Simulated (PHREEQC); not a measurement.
Consider water at 55 °C with 0.003 mol/kgw HF, 0.00053 mol/kgw KF and 0.001 mol/kgw H2SO4. Closed to the air; pH follows from the charge balance.

Computed with PHREEQC (ion-association model, phreeqc.dat).

Each row changes one thing in this solution. This is a speciation only: nothing precipitates in the calculation.

```json
[
 {"case": "as made", "pH": "2.75", "ionic strength (mol/kgw)": "0.00319", "HF (mol/kgw)": "0.00287", "F- (mol/kgw)": "0.000647", "HF2- (mol/kgw)": "8.11e-6"},
 {"case": "H2SO4 left out", "pH": "3.15", "ionic strength (mol/kgw)": "0.00127", "HF (mol/kgw)": "…", "F- (mol/kgw)": "0.00125", "HF2- (mol/kgw)": "1.24e-5"},
 {"case": "diluted 2-fold with water", "pH": "2.97", "ionic strength (mol/kgw)": "0.00182", "HF (mol/kgw)": "0.00129", "F- (mol/kgw)": "0.000473", "HF2- (mol/kgw)": "2.66e-6"},
 {"case": "HF from 0.003 to 0.0015 mol/kgw", "pH": "2.80", "ionic strength (mol/kgw)": "…", "HF (mol/kgw)": "0.00161", "F- (mol/kgw)": "0.000410", "HF2- (mol/kgw)": "…"},
 {"case": "temperature from 55 to 65 °C", "pH": "2.77", "ionic strength (mol/kgw)": "0.00304", "HF (mol/kgw)": "0.00294", "F- (mol/kgw)": "0.000575", "HF2- (mol/kgw)": "7.43e-6"},
 {"case": "0.0014 mol/kgw (CH3)4NF added", "pH": "2.94", "ionic strength (mol/kgw)": "0.00398", "HF (mol/kgw)": "0.00361", "F- (mol/kgw)": "0.00128", "HF2- (mol/kgw)": "2.03e-5"},
 {"case": "diluted 5-fold with water", "pH": "3.26", "ionic strength (mol/kgw)": "0.000857", "HF (mol/kgw)": "0.000412", "F- (mol/kgw)": "0.000293", "HF2- (mol/kgw)": "5.28e-7"},
 {"case": "KF from 0.00053 to 0.000106 mol/kgw", "pH": "2.69", "ionic strength (mol/kgw)": "0.00301", "HF (mol/kgw)": "0.00258", "F- (mol/kgw)": "0.000511", "HF2- (mol/kgw)": "5.77e-6"}
]
```

**Question.** Some entries are withheld; supply them.

**Answer.** 
- H2SO4 left out, HF (mol/kgw): 0.00225
- HF from 0.003 to 0.0015 mol/kgw, ionic strength (mol/kgw): 0.00299
- HF from 0.003 to 0.0015 mol/kgw, HF2- (mol/kgw): 2.90e-6

Species that the database lacks are ignored. (CH3)4N+ isn't in the database: it is added as a free cation with an ion size of 4 Å. Constants without temperature data keep their 25 °C values here.
